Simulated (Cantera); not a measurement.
A Cantera script and its output.

```python
import numpy as np
import cantera as ct

gas = ct.Solution("gri30.yaml")
gas.TPX = 1325, 48000, {'CO': 0.0032, 'O2': 0.0027, 'H2O': 0.012, 'N2': 1}
reactor = ct.IdealGasConstPressureReactor(gas, energy="off", clone=False)
net = ct.ReactorNet([reactor])
net.rtol, net.atol = 1e-08, 1e-18
show = ['CO', 'O2', 'H2O', 'HO2', 'H', 'O', 'N2O']
times = np.geomspace(0.0004, 100, 10)

steps = ct.SolutionArray(gas, extra=["t"])
rows = []
print(f"{'t/s':>10s}{'T/K':>9s}{'P/Pa':>11s}" + "".join(f"{s:>11s}" for s in show))
for t in times:
    while net.time < t:
        t_next = net.step()
        steps.append(gas.state, t=t_next)
    rows.append([np.interp(t, steps.t, y) for y in (steps.T, steps.P, *steps(*show).X.T)])
    print(f"{t:10.3e}{rows[-1][0]:9.1f}{rows[-1][1]:11.4g}" + "".join(f"{x:11.3e}" for x in rows[-1][2:]))
rate = np.gradient(steps.T, steps.t)
print("integrator steps:", len(steps.t))
if steps.T.max() > steps.T[0] + 200:
    print(f"time of steepest temperature rise: {steps.t[rate.argmax()]:.4e} s")
gas.TPX = 1325, 48000, {'CO': 0.0032, 'O2': 0.0027, 'H2O': 0.012, 'N2': 1}
gas.equilibrate("TP")
print(f"equilibrium (TP): T = {gas.T:.1f} K  " + "  ".join(f"{s} {gas[s].X[0]:.3e}" for s in show))
```

Output:

```
       t/s      T/K       P/Pa         CO         O2        H2O        HO2          H          O        N2O
 4.000e-04   1325.0    4.8e+04  3.144e-03  2.653e-03  1.179e-02  4.055e-11  9.550e-11  3.665e-10  1.733e-14
 1.592e-03   1325.0    4.8e+04  3.144e-03  2.653e-03  1.179e-02  2.820e-10  2.076e-09  2.607e-09  2.949e-13
 6.333e-03   1325.0    4.8e+04  3.129e-03  2.645e-03  1.178e-02  1.722e-07  2.757e-06  2.959e-06  3.861e-10
 2.520e-02   1325.0    4.8e+04  2.986e-04  1.396e-03  1.126e-02  2.130e-07  2.506e-04  8.576e-05  4.496e-08
 1.003e-01   1325.0    4.8e+04  3.227e-05  1.110e-03  1.174e-02  9.574e-08  1.037e-05  8.643e-06  7.990e-08
 3.989e-01   1325.0    4.8e+04  2.973e-06  1.082e-03  1.180e-02  1.604e-08  3.153e-07  8.239e-07  1.012e-07
 1.587e+00   1325.0    4.8e+04  3.334e-07  1.081e-03  1.180e-02  1.915e-09  1.482e-08  1.084e-07  4.086e-08
 6.316e+00   1325.0    4.8e+04  6.648e-08  1.082e-03  1.181e-02  4.094e-10  1.549e-09  2.414e-08  4.046e-09
 2.513e+01   1325.0    4.8e+04  3.533e-08  1.082e-03  1.181e-02  2.623e-10  6.428e-10  1.336e-08  1.933e-09
 1.000e+02   1325.0    4.8e+04  3.477e-08  1.082e-03  1.181e-02  2.599e-10  6.286e-10  1.316e-08  1.899e-09
integrator steps: 1608
equilibrium (TP): T = 1325.0 K  CO 3.506e-08  O2 1.063e-03  H2O 1.181e-02  HO2 2.566e-10  H 6.313e-10  O 1.305e-08  N2O 1.883e-09
```

Detailed kinetics in Cantera: GRI-Mech 3.0 (53 species, 325 reactions).
